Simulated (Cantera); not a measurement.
Feed: 1 mol Cu, 6.2 mol F₂, equilibrated at 1348 K and 10.0 Torr.

These are equilibrium values from Cantera (NASA tables, ideal gas, pure condensed phases), not measurements of a reactor. Candidate condensed phases: Cu, CuF₂; 6 gas species. Rates play no part.

Task: What is the equilibrium state?

Result: 
- x(F): 0.905
- x(CuF₂): 0.0883
- x(F₂): 0.00663
- x(CuF): 1.91e-6
- gas amount: 11.32 mol
- log10 activity of CuF₂(l) (absent): -0.88
- log10 activity of Cu(s) (absent): -10.56
